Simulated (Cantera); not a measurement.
A closed system holds: 1 mol TiC, a varied amount of C, 3.9 mol H₂, equilibrated at 2375 K and 1.00 bar.

These are equilibrium values from Cantera (NASA tables, ideal gas, pure condensed phases), not measurements of a reactor. Candidate condensed phases: C, C₆H₆, C₇H₈, C₈H₁₈, Ti, TiC; 77 gas species. TiC: taken at fixed stoichiometry. Equilibrium is a limit: real reactors are often held back by kinetics, nucleation or transport.

Q: Which condensed phases are stable at each of these points (n(C) (mol)): 0.03, 0.035, 0.04, 0.046, 0.052, 0.06, 0.069, 0.079, 0.091, 0.1, 0.12, 0.14, 0.16?

A: 
```tsv
n(C) (mol)	condensed phases	Ti condensed (%)
0.03	TiC(s)	100.0
0.035	TiC(s)	100.0
0.04	TiC(s)	100.0
0.046	TiC(s)	100.0
0.052	C(graphite) + TiC(s)	100.0
0.06	C(graphite) + TiC(s)	100.0
0.069	C(graphite) + TiC(s)	100.0
0.079	C(graphite) + TiC(s)	100.0
0.091	C(graphite) + TiC(s)	100.0
0.1	C(graphite) + TiC(s)	100.0
0.12	C(graphite) + TiC(s)	100.0
0.14	C(graphite) + TiC(s)	100.0
0.16	C(graphite) + TiC(s)	100.0
```

From 0.03 mol C to 0.046 mol C the condensed part is TiC(s). From 0.052 mol C to 0.16 mol C the condensed part is C(graphite) + TiC(s).
